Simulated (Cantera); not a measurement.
What does this Cantera script print?

```python
import numpy as np
import cantera as ct

gas = ct.Solution("gri30.yaml")
gas.TPX = 1600, 400000, {'CH4': 1, 'H2O': 0.57}
reactor = ct.IdealGasConstPressureReactor(gas, energy="off", clone=False)
net = ct.ReactorNet([reactor])
net.rtol, net.atol = 1e-08, 1e-18
show = ['CH4', 'H2O', 'CH3', 'O', 'OH']
times = np.geomspace(3e-06, 6, 15)

steps = ct.SolutionArray(gas, extra=["t"])
rows = []
print(f"{'t/s':>10s}{'T/K':>9s}{'P/Pa':>11s}" + "".join(f"{s:>11s}" for s in show))
for t in times:
    while net.time < t:
        t_next = net.step()
        steps.append(gas.state, t=t_next)
    rows.append([np.interp(t, steps.t, y) for y in (steps.T, steps.P, *steps(*show).X.T)])
    print(f"{t:10.3e}{rows[-1][0]:9.1f}{rows[-1][1]:11.4g}" + "".join(f"{x:11.3e}" for x in rows[-1][2:]))
rate = np.gradient(steps.T, steps.t)
print("integrator steps:", len(steps.t))
if steps.T.max() > steps.T[0] + 200:
    print(f"time of steepest temperature rise: {steps.t[rate.argmax()]:.4e} s")
gas.TPX = 1600, 400000, {'CH4': 1, 'H2O': 0.57}
gas.equilibrate("TP")
print(f"equilibrium (TP): T = {gas.T:.1f} K  " + "  ".join(f"{s} {gas[s].X[0]:.3e}" for s in show))
```

Output:

```
       t/s      T/K       P/Pa        CH4        H2O        CH3          O         OH
 3.000e-06   1600.0      4e+05  6.369e-01  3.630e-01  5.692e-05  2.449e-13  6.560e-08
 8.457e-06   1600.0      4e+05  6.367e-01  3.630e-01  1.463e-04  1.551e-12  1.640e-07
 2.384e-05   1600.0      4e+05  6.364e-01  3.630e-01  2.617e-04  4.900e-12  2.914e-07
 6.720e-05   1600.0      4e+05  6.354e-01  3.630e-01  3.179e-04  7.198e-12  3.535e-07
 1.894e-04   1600.0      4e+05  6.322e-01  3.628e-01  4.041e-04  1.154e-11  4.489e-07
 5.339e-04   1600.0      4e+05  6.215e-01  3.617e-01  5.209e-04  1.906e-11  5.815e-07
 1.505e-03   1600.0      4e+05  5.860e-01  3.556e-01  5.318e-04  2.020e-11  6.153e-07
 4.243e-03   1600.0      4e+05  5.034e-01  3.372e-01  4.097e-04  1.248e-11  5.253e-07
 1.196e-02   1600.0      4e+05  3.747e-01  3.065e-01  2.799e-04  6.927e-12  4.405e-07
 3.371e-02   1600.0      4e+05  2.351e-01  2.724e-01  1.760e-04  4.538e-12  3.922e-07
 9.503e-02   1600.0      4e+05  1.505e-01  2.412e-01  1.213e-04  4.007e-12  3.731e-07
 2.679e-01   1600.0      4e+05  1.397e-01  2.047e-01  1.116e-04  3.644e-12  3.140e-07
 7.551e-01   1600.0      4e+05  1.377e-01  1.485e-01  1.049e-04  2.923e-12  2.175e-07
 2.129e+00   1600.0      4e+05  1.283e-01  8.516e-02  9.296e-05  1.913e-12  1.187e-07
 6.000e+00   1600.0      4e+05  1.135e-01  3.500e-02  7.902e-05  8.806e-13  4.691e-08
integrator steps: 1407
equilibrium (TP): T = 1600.0 K  CH4 9.787e-02  H2O 1.406e-05  CH3 6.620e-05  O 5.077e-16  OH 1.834e-11
```

Model: GRI-Mech 3.0 (53 species, 325 reactions), integrated in Cantera. GRI-Mech 3.0 stops at C3 and has no aromatics, soot or wall deposition, so with more carbon than oxygen in the feed, carbon stays in small species such as C2H2 where larger ones or solid carbon would form.
